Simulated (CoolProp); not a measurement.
Saturated liquid density (kg/m³) of hexamethyldisiloxane (MM): the reference equation beside estimates from Tc = 518.7 K, pc = 1931 kPa, ω = 0.418. Rackett uses Z = 0.29056 − 0.08775 ω.

The numbers come from the reference Helmholtz-energy equation of state, Thol 2016 in CoolProp.

```json
[
 {"T (K)": "275.7", "reference": "782.9", "Rackett": "863.7", "van der Waals": "468.1", "Soave-Redlich-Kwong": "723.7"},
 {"T (K)": "281", "reference": "777.4", "Rackett": "857.7", "van der Waals": "465.3", "Soave-Redlich-Kwong": "719.7"},
 {"T (K)": "286.3", "reference": "771.9", "Rackett": "851.7", "van der Waals": "462.4", "Soave-Redlich-Kwong": "715.6"},
 {"T (K)": "291.6", "reference": "766.4", "Rackett": "845.6", "van der Waals": "459.4", "Soave-Redlich-Kwong": "711.4"},
 {"T (K)": "297", "reference": "760.7", "Rackett": "839.4", "van der Waals": "456.4", "Soave-Redlich-Kwong": "707.0"},
 {"T (K)": "302.3", "reference": "755.1", "Rackett": "833.2", "van der Waals": "453.4", "Soave-Redlich-Kwong": "702.6"},
 {"T (K)": "307.6", "reference": "749.5", "Rackett": "826.9", "van der Waals": "450.3", "Soave-Redlich-Kwong": "698.1"},
 {"T (K)": "312.9", "reference": "743.8", "Rackett": "820.6", "van der Waals": "447.2", "Soave-Redlich-Kwong": "693.5"},
 {"T (K)": "318.2", "reference": "738.1", "Rackett": "814.2", "van der Waals": "444.0", "Soave-Redlich-Kwong": "688.7"}
]
```

Absolute difference from the reference over all 9 rows, mean and median: Rackett 10.3 and 10.3 %, van der Waals 40.0 and 40.0 %, Soave-Redlich-Kwong 7.1 and 7.1 %.
